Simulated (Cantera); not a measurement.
Input: 1 mol SiHCl3, 180 mol H2, held at 10000 Pa.

Cantera equilibrium calculation (NASA polynomials, part measured and part estimated; ideal gas, pure solids and liquids). Candidate condensed phases: Si; 19 gas species. Gases not in the tables: Si2H6 and higher silanes. Equilibrium is a limit: real reactors are often held back by kinetics, nucleation or transport.

Problem. Which condensed phases are stable at each of these points (T (°C)): 627, 727, 827, 927, 1027, 1127, 1227, 1327, 1427, 1527, 1627, 1727, 1827, 1927?

Solution. 
```csv
T (°C),condensed phases,Si condensed (%)
627,Si(s),29.5
727,Si(s),49.7
827,Si(s),73.0
927,Si(s),85.0
1027,Si(s),87.3
1127,Si(s),87.1
1227,Si(s),86.4
1327,Si(s),85.6
1427,Si(l),84.8
1527,Si(l),85.5
1627,Si(l),83.9
1727,Si(l),76.8
1827,Si(l),55.9
1927,Si(l),2.2
```

From 627 °C to 1327 °C the condensed part is Si(s). From 1427 °C to 1927 °C the condensed part is Si(l).
